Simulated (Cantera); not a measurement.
**Premixed flame**

A freely propagating, adiabatic, planar premixed flame of 22.4 % CO, 7.17 % H₂, 14.8 % O₂, 55.6 % N₂, unburnt at 625 K and 0.780 bar; mixture-averaged transport, grid criteria slope 0.08 and curve 0.16, no radiation.

Computed with Cantera and GRI-Mech 3.0 (53 species, 325 reactions). Burning velocities carry a grid error of a few per cent, more on coarse grids.

```
z (mm)  T (K)  u (m/s)    x CO     x H₂    x O₂       x O      x NO   x H₂O₂
------  -----  -------  ------  -------  ------  --------  --------  -------
-2.96     625     2.97   0.224   0.0717   0.148     <1e-8     <1e-8    <1e-8
-1.97     625     2.97   0.224   0.0717   0.148     <1e-8     <1e-8    <1e-8
-1.48     625     2.97   0.224   0.0717   0.148     <1e-8     <1e-8    <1e-8
-0.986    625     2.97   0.224   0.0716   0.148     <1e-8     <1e-8    <1e-8
-0.493    628     2.98   0.225   0.0694   0.148   1.03e-6     <1e-8  1.50e-6
-0.247    746     3.50   0.222   0.0579   0.145  0.000132   1.38e-8  1.26e-5
0        1169     5.39   0.197   0.0250   0.116   0.00555   1.01e-6  3.52e-6
0.247    1505     6.81   0.147  0.00799  0.0735    0.0164   7.23e-6  1.19e-6
0.493    1682     7.49   0.115  0.00776  0.0566    0.0184   1.63e-5  5.77e-7
0.986    1858     8.15  0.0963  0.00814  0.0474    0.0161   3.19e-5  2.84e-7
1.97     2021     8.76  0.0893  0.00719  0.0431    0.0120   5.31e-5  1.52e-7
3.94     2170     9.31  0.0806  0.00591  0.0385   0.00826   9.03e-5  9.20e-8
7.89     2302     9.77  0.0700  0.00469  0.0334   0.00542  0.000181  6.51e-8
```
x: mole fraction of selected species; z is measured from the peak of heat release.

```json
{
  "laminar_burning_velocity": "297 cm/s",
  "thermal_thickness": "0.986 mm",
  "peak x(O)": "0.0184",
  "peak x(H₂O₂)": "1.26e-5",
  "grid_points": "155"
}
```
